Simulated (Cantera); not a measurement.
An isothermal, constant-pressure homogeneous reactor starts with N₂O : N₂ = 1 : 4.4 (molar parts), at 1425 K and 1.00 bar.

Computed with Cantera and GRI-Mech 3.0 (53 species, 325 reactions). GRI-Mech 3.0 was tuned for natural gas; its chemistry of N2O as a main component is partial and can be far from experiment. The temperature is held fixed by assumption; the heat of reaction is taken as removed at once.

One state of this run: x N₂O = 0.000798; x NO = 0.0278; x O = 1.04e-6; x O₂ = 0.0703; x NO₂ = 0.000151; x N₂ = 0.901. x: mole fraction; the columns are a selection and need not sum to one.

Question: Which value of t (s) does it belong to?
A) 0.400
B) 4.00
C) 0.00400
D) 0.000400

Answer: A, 0.400
